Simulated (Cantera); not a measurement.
A perfectly stirred reactor is fed with 5.38 % CH₄, 19.9 % O₂, 74.7 % N₂, equivalence ratio 0.54, at 400000 Pa; it is adiabatic with a 575 K inlet, and is followed from long to short residence time, starting on the burning branch (τ in s: 0.39, 0.15, 0.062, 0.025, 0.0099, 0.004, 0.0016, 0.00064, 0.00026, 0.0001, 4.1e-05).

Detailed kinetics in Cantera: GRI-Mech 3.0 (53 species, 325 reactions).

Question: Predict: blow-out, bracketed by the residence times tried; x(CH₄) at τ = 0.390 s; x(O₂) at τ = 0.390 s; x(CO) at τ = 0.390 s; x(NO) at τ = 0.390 s; x(CH₄) at τ = 4.00 ms; x(O₂) at τ = 4.00 ms; x(CO) at τ = 4.00 ms; x(NO) at τ = 4.00 ms; x(CH₂CO) at τ = 4.00 ms.

Answer: blow-out, bracketed by the residence times tried: burning at 0.260 ms, out at 0.100 ms
x(CH₄) at τ = 0.390 s: 2.20e-6
x(O₂) at τ = 0.390 s: 0.0913
x(CO) at τ = 0.390 s: 4.43e-5
x(NO) at τ = 0.390 s: 2.45e-5
x(CH₄) at τ = 4.00 ms: 6.28e-5
x(O₂) at τ = 4.00 ms: 0.0917
x(CO) at τ = 4.00 ms: 0.00107
x(NO) at τ = 4.00 ms: 6.41e-6
x(CH₂CO) at τ = 4.00 ms: 3.97e-8
